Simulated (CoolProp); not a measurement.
Vapour-liquid equilibrium of R1234yf (1) + R1234ze(E) (2) at 3.66 bar; x and y are mole fractions of (1).

Values from CoolProp's multi-fluid Helmholtz-energy mixture model, Lemmon 2022 and Thol 2016; pair parameters Bell 2022.

| x | bubble temperature (K) | y at the bubble point | dew temperature at overall composition x (K) | liquid density (mol/L) |
|---|---|---|---|---|
| 0.05 | 287.6 | 0.069 | 287.8 | 10.47 |
| 0.125 | 286.6 | 0.167 | 287.0 | 10.45 |
| 0.2 | 285.6 | 0.257 | 286.2 | 10.44 |
| 0.275 | 284.7 | 0.343 | 285.4 | 10.42 |
| 0.35 | 283.9 | 0.424 | 284.7 | 10.40 |
| 0.425 | 283.1 | 0.501 | 283.9 | 10.38 |
| 0.5 | 282.3 | 0.575 | 283.1 | 10.36 |
| 0.575 | 281.6 | 0.646 | 282.3 | 10.33 |
| 0.65 | 280.8 | 0.714 | 281.5 | 10.31 |
| 0.725 | 280.1 | 0.779 | 280.7 | 10.28 |
| 0.8 | 279.4 | 0.843 | 279.9 | 10.26 |
| 0.875 | 278.7 | 0.904 | 279.0 | 10.23 |
| 0.95 | 278.0 | 0.962 | 278.2 | 10.21 |

No azeotrope shows between x = 0.05 and 0.95.

The pair parameters rest on a limited set of measurements; away from them the model extrapolates.
